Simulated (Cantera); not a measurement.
Input (Python, Cantera) and output of one run.

```python
import numpy as np
import cantera as ct

gas_names = [...]  # 115 gases of nasa_gas.yaml made of C, Ca, H, O
cond_names = """
    C(gr) C6H6(L) C7H8(L) C8H18(L),n-octa Ca(a) Ca(b) Ca(L) CaCO3(caL) CaO(s) CaO(L) CaO2H2(s) H2O(s)
    H2O(L)
""".split()


# ... load() reads the species with a 1 bar reference pressure and builds the phases ...
atoms = {
    'CaCO3': {'Ca': 1, 'C': 1, 'O': 3},
    'H2O': {'H': 2, 'O': 1},
    'CO2': {'C': 1, 'O': 2},
}
top_T = {'C(gr)': 4500}  # K; cautious upper limits of use, not melting points


# ... equilibrate(T, P, feed) seeds the gas with the atoms and calls Mixture.equilibrate('TP', solver="vcs", rtol=1e-11, max_steps=5000) ...
results = []
feed = {'CaCO3': 1, 'H2O': 4.1, 'CO2': 0.68}  # mol
P = 101325  # Pa
for T in [1400, 1450, 1500, 1550, 1600, 1650, 1700, 1750, 1800, 1850, 1900]:
    mix = equilibrate(T, P, feed)
    results.append((T, P, feed, dict(zip(mix.species_names, mix.species_moles))))

top = {s: max(r[3][s] / sum(r[3][g] for g in gas_names) for r in results) for s in gas_names}
cols = sorted((s for s in top if top[s] > 1e-05), key=lambda s: -top[s])[:6]
seen = [c for c in cond_names if any(r[3].get(c, 0) > 1e-12 for r in results)]
print("log10 of partial pressures in bar; condensed amounts in mol")
print(f"{'T/K':>10s}" + "".join(f"{s[:9]:>10s}" for s in cols + seen))
for T, P, feed, n in results:
    ng = sum(n[g] for g in gas_names)
    print(f"{T:10.4g}" + "".join(f"{np.log10(max(n[s] / ng * P / 1e5, 1e-99)):10.3f}" for s in cols)
          + "".join(f"{n.get(c, 0):10.4g}" for c in seen))
```

It prints:

```
log10 of partial pressures in bar; condensed amounts in mol
       T/K       H2O       CO2        CO        O2        H2        OH    CaO(s)
      1400    -0.143    -0.531    -4.360    -4.358    -4.309    -5.003         1
      1450    -0.144    -0.531    -4.112    -4.132    -4.101    -4.738         1
      1500    -0.144    -0.531    -3.881    -3.921    -3.906    -4.489         1
      1550    -0.144    -0.531    -3.665    -3.724    -3.724    -4.257         1
      1600    -0.144    -0.532    -3.463    -3.538    -3.553    -4.039         1
      1650    -0.144    -0.532    -3.273    -3.364    -3.392    -3.835         1
      1700    -0.144    -0.532    -3.096    -3.200    -3.241    -3.642         1
      1750    -0.144    -0.533    -2.929    -3.045    -3.099    -3.460         1
      1800    -0.145    -0.534    -2.771    -2.899    -2.964    -3.289    0.9999
      1850    -0.145    -0.535    -2.623    -2.761    -2.837    -3.127    0.9999
      1900    -0.146    -0.537    -2.483    -2.630    -2.716    -2.974    0.9998
```

Cantera equilibrium calculation (NASA polynomials, part measured and part estimated; ideal gas, pure solids and liquids).
